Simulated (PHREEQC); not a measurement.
Consider water at 25 °C with 0.0018 mol/kgw MgCl2, 0.00025 mol/kgw CO2 and 0.00044 mol/kgw NaCl. Closed to the air; pH follows from the charge balance.

All values are PHREEQC results (ion-association model, phreeqc.dat), not measurements.

Question: The ionic strength comes out as 0.00585 mol/kgw. What activity coefficients do Cl-, HCO3-, H+, Na+, Mg+2 get?

Answer: Cl- 0.92, HCO3- 0.92, H+ 0.93, Na+ 0.92, Mg+2 0.73.

No solid was allowed to form. Complexes and solids missing from the database can't appear.
